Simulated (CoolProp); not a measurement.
Vapour pressure (MPa) of chlorine: the reference equation beside estimates from Tc = 143.7 °C, pc = 7.642 MPa, ω = 0.070.

Model: reference Helmholtz-energy equation of state, Thol 2021, in CoolProp.

```csv
T (°C),reference,Lee-Kesler,van der Waals,Redlich-Kwong,Soave-Redlich-Kwong
-79.45,0.007939,0.008715,0.1271,0.005880,0.008541
-65.45,?,0.02120,0.2074,0.01643,0.02096
-51.35,0.04399,0.04592,0.3198,0.03925,0.04560
-37.25,0.08743,0.08998,0.4695,0.08233,0.08954
-23.25,0.1587,0.1617,0.6605,0.1551,0.1611
-9.15,0.2696,0.2726,0.9005,0.2700,0.2718
4.85,0.4303,0.4325,1.191,0.4378,0.4316
18.95,0.6560,0.6559,1.540,0.6740,0.6557
33.05,0.9592,0.9546,1.950,0.9905,0.9567
47.05,1.350,1.339,2.421,?,1.346
61.15,1.849,1.827,2.963,1.912,?
75.15,2.461,2.427,3.571,2.540,2.454
89.25,3.210,3.162,4.257,3.301,3.204
103.35,4.104,4.048,5.019,4.201,4.104
117.35,5.152,5.099,5.854,5.244,5.160
```

**Question.** What belongs in the gaps?

**Answer.** 
- -65.45, reference: 0.01990
- 47.05, Redlich-Kwong: 1.397
- 61.15, Soave-Redlich-Kwong: 1.842

Absolute difference from the reference over all 15 rows, mean and median: Lee-Kesler 2.3 and 1.4 %, van der Waals 315.0 and 134.8 %, Redlich-Kwong 5.8 and 3.2 %, Soave-Redlich-Kwong 1.5 and 0.3 %.
